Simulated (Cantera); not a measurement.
Input (Python, Cantera) and output of one run.

```python
import numpy as np
import cantera as ct

gas_names = [...]  # 87 gases of nasa_gas.yaml made of C, H, Si
cond_names = """
    C(gr) C6H6(L) C7H8(L) C8H18(L),n-octa Si(cr) Si(L) SiC(b)
""".split()


# ... load() reads the species with a 1 bar reference pressure and builds the phases ...
atoms = {
    'SiH4': {'Si': 1, 'H': 4},
    'C3H8': {'C': 3, 'H': 8},
    'H2': {'H': 2},
    'CH4': {'C': 1, 'H': 4},
}
top_T = {'C(gr)': 4500, 'SiC(b)': 3050}  # K; cautious upper limits of use, not melting points


# ... equilibrate(T, P, feed) seeds the gas with the atoms and calls Mixture.equilibrate('TP', solver="vcs", rtol=1e-11, max_steps=5000) ...
results = []
feed = {'SiH4': 1, 'C3H8': 0.4, 'H2': 2.6, 'CH4': 0.15}  # mol
P = 44000  # Pa
for T in [1548, 1648, 1748, 1848, 1948, 2048, 2148, 2248, 2348]:
    mix = equilibrate(T, P, feed)
    results.append((T, P, feed, dict(zip(mix.species_names, mix.species_moles))))
    x = sorted(zip(gas.X, gas.species_names), reverse=True)
    print(f"T = {T:g} K  P = {P:g} Pa  gas = {mix.phase_moles(0):.4g} mol")
    print("   x: " + "  ".join(f"{s} {v:.3e}" for v, s in x if v > 1e-06))
    print("   condensed (mol): " + ("  ".join(f"{mix.phase(i).name} {mix.phase_moles(i):.4g}"
          for i in range(1, mix.n_phases) if mix.phase_moles(i) > 1e-12) or "none"))
```

Output:

```
T = 1548 K  P = 44000 Pa  gas = 6.494 mol
   x: H2 9.990e-01  CH4 9.010e-04  H 4.640e-05  C2H2,acetylene 1.568e-05  C2H4 1.232e-06
   condensed (mol): C(gr) 0.3439  SiC(b) 1
T = 1648 K  P = 44000 Pa  gas = 6.497 mol
   x: H2 9.992e-01  CH4 5.885e-04  H 1.342e-04  C2H2,acetylene 4.469e-05  CH3 1.609e-06  C2H4 1.454e-06
   condensed (mol): C(gr) 0.3456  SiC(b) 1
T = 1748 K  P = 44000 Pa  gas = 6.498 mol
   x: H2 9.991e-01  CH4 4.040e-04  H 3.443e-04  C2H2,acetylene 1.128e-04  CH3 2.825e-06  C2H4 1.682e-06
   condensed (mol): C(gr) 0.3459  SiC(b) 1
T = 1848 K  P = 44000 Pa  gas = 6.501 mol
   x: H2 9.986e-01  H 7.988e-04  CH4 2.891e-04  C2H2,acetylene 2.572e-04  CH3 4.658e-06  C2H4 1.912e-06  SiH2 1.239e-06
   condensed (mol): C(gr) 0.3447  SiC(b) 1
T = 1948 K  P = 44000 Pa  gas = 6.504 mol
   x: H2 9.975e-01  H 1.701e-03  C2H2,acetylene 5.376e-04  CH4 2.142e-04  CH3 7.282e-06  SiH2 3.518e-06  Si 2.376e-06  C2H4 2.143e-06  SiH 1.210e-06
   condensed (mol): C(gr) 0.3416  SiC(b) 1
T = 2048 K  P = 44000 Pa  gas = 6.51 mol
   x: H2 9.954e-01  H 3.368e-03  C2H2,acetylene 1.044e-03  CH4 1.634e-04  Si 1.120e-05  CH3 1.087e-05  SiH2 8.996e-06  SiH 4.504e-06  C2H4 2.369e-06
   condensed (mol): C(gr) 0.3354  SiC(b) 0.9998
T = 2148 K  P = 44000 Pa  gas = 6.52 mol
   x: H2 9.916e-01  H 6.257e-03  C2H2,acetylene 1.899e-03  CH4 1.276e-04  Si 4.560e-05  SiH2 2.101e-05  CH3 1.557e-05  SiH 1.479e-05  SiC2 3.578e-06  C2H4 2.585e-06  Si2C 2.228e-06  C4H2 1.476e-06
   condensed (mol): C(gr) 0.3247  SiC(b) 0.9994
T = 2248 K  P = 44000 Pa  gas = 6.537 mol
   x: H2 9.853e-01  H 1.099e-02  C2H2,acetylene 3.264e-03  Si 1.636e-04  CH4 1.015e-04  SiH2 4.532e-05  SiH 4.351e-05  CH3 2.150e-05  SiC2 1.879e-05  Si2C 1.127e-05  C4H2 4.416e-06  C2H4 2.783e-06  C2H 1.437e-06
   condensed (mol): C(gr) 0.3079  SiC(b) 0.9981
T = 2348 K  P = 44000 Pa  gas = 6.564 mol
   x: H2 9.753e-01  H 1.838e-02  C2H2,acetylene 5.330e-03  Si 5.257e-04  SiH 1.163e-04  SiH2 9.104e-05  SiC2 8.534e-05  CH4 8.176e-05  Si2C 4.942e-05  CH3 2.867e-05  C4H2 1.195e-05  C2H 5.111e-06  C2H4 2.952e-06  C2H2,vinylidene 2.399e-06  Si2 1.805e-06  CH2 1.064e-06
   condensed (mol): C(gr) 0.2834  SiC(b) 0.994
```

Equilibrium computed with Cantera from the NASA thermochemical tables; the gas is ideal and each condensed phase is pure. Gases not in the tables: Si2H6 and higher silanes.
